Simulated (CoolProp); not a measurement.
The numbers come from the reference Helmholtz-energy equation of state, Gao 2020 in CoolProp.

Give the vapour pressure (bar), liquid density (kg/m³), enthalpy of vaporisation (kJ/kg) of saturated ammonia at -18.85 °C.


```csv
T (°C),p (bar),liquid density (kg/m³),enthalpy of vaporisation (kJ/kg)
-18.85,2.00,663,1330
```
